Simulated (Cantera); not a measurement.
A perfectly stirred reactor is fed with 12.0 % CH4, 18.5 % O2, 69.5 % N2, at 1.00 bar; it is adiabatic with a 425 K inlet, and is followed from long to short residence time, starting on the burning branch (τ in s: 0.21, 0.091, 0.04, 0.017, 0.0077, 0.0034, 0.0015, 0.00065, 0.00028, 0.00012, 5.5e-05).

Computed with Cantera and GRI-Mech 3.0 (53 species, 325 reactions).

x: mole fraction; the columns are a selection and need not sum to one.

```json
[
 {"τ (s)": "0.21", "T (K)": "2137", "x CH4": "1.76e-5", "x O2": "7.09e-5", "x C2H": "1.59e-10", "x HO2": "2.12e-8", "x N2O": "___", "x CH3": "8.97e-6", "x HCN": "3.46e-6"},
 {"τ (s)": "0.091", "T (K)": "2132", "x CH4": "2.47e-5", "x O2": "0.000122", "x C2H": "3.95e-10", "x HO2": "3.87e-8", "x N2O": "___", "x CH3": "1.46e-5", "x HCN": "6.11e-6"},
 {"τ (s)": "0.040", "T (K)": "2125", "x CH4": "3.36e-5", "x O2": "0.000210", "x C2H": "8.83e-10", "x HO2": "7.16e-8", "x N2O": "___", "x CH3": "2.26e-5", "x HCN": "9.87e-6"},
 {"τ (s)": "0.017", "T (K)": "2115", "x CH4": "4.73e-5", "x O2": "0.000370", "x C2H": "1.99e-9", "x HO2": "1.34e-7", "x N2O": "___", "x CH3": "3.51e-5", "x HCN": "1.52e-5"},
 {"τ (s)": "0.0077", "T (K)": "2103", "x CH4": "6.92e-5", "x O2": "0.000620", "x C2H": "4.33e-9", "x HO2": "2.33e-7", "x N2O": "___", "x CH3": "5.37e-5", "x HCN": "2.17e-5"},
 {"τ (s)": "0.0034", "T (K)": "2087", "x CH4": "0.000111", "x O2": "0.00105", "x C2H": "1.02e-8", "x HO2": "4.01e-7", "x N2O": "___", "x CH3": "8.68e-5", "x HCN": "3.06e-5"},
 {"τ (s)": "0.0015", "T (K)": "2067", "x CH4": "0.000196", "x O2": "0.00179", "x C2H": "2.60e-8", "x HO2": "6.94e-7", "x N2O": "___", "x CH3": "0.000149", "x HCN": "4.26e-5"},
 {"τ (s)": "0.00065", "T (K)": "2041", "x CH4": "0.000388", "x O2": "0.00319", "x C2H": "7.25e-8", "x HO2": "1.30e-6", "x N2O": "6.26e-8", "x CH3": "0.000280", "x HCN": "5.90e-5"},
 {"τ (s)": "0.00028", "T (K)": "2001", "x CH4": "0.000903", "x O2": "0.00633", "x C2H": "2.08e-7", "x HO2": "3.05e-6", "x N2O": "6.26e-8", "x CH3": "0.000587", "x HCN": "7.51e-5"},
 {"τ (s)": "0.00012", "T (K)": "425", "x CH4": "0.120", "x O2": "0.185", "x C2H": "<1e-12", "x HO2": "<1e-12", "x N2O": "<1e-12", "x CH3": "<1e-12", "x HCN": "<1e-12"},
 {"τ (s)": "5.5e-5", "T (K)": "425", "x CH4": "0.120", "x O2": "0.185", "x C2H": "<1e-12", "x HO2": "<1e-12", "x N2O": "<1e-12", "x CH3": "<1e-12", "x HCN": "<1e-12"}
]
```

Q: What belongs in the gaps?

A: 
- 0.21, x N2O: 9.82e-9
- 0.091, x N2O: 1.38e-8
- 0.040, x N2O: 1.92e-8
- 0.017, x N2O: 2.65e-8
- 0.0077, x N2O: 3.45e-8
- 0.0034, x N2O: 4.38e-8
- 0.0015, x N2O: 5.37e-8
